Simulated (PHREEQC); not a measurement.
Solution (25 °C): 0.044 mol/kgw HF, 0.031 mol/kgw (NH4)2SiF6 and 0.013 mol/kgw HBF4. Closed to the air; pH follows from the charge balance.

Computed with PHREEQC (ion-association model, wateq4f.dat).

Problem. The ionic strength comes out as 0.109 mol/kgw. What activity coefficients do NH4+, H+, BF3OH-, SiF6-2, F- get?

Solution. NH4+ 0.78, H+ 0.82, BF3OH- 0.74, SiF6-2 0.37, F- 0.76.

No solid was allowed to form. SiF6-2 is the database's only silicon fluoride. Real BF4- forms and hydrolyses slowly; the run takes it at equilibrium.
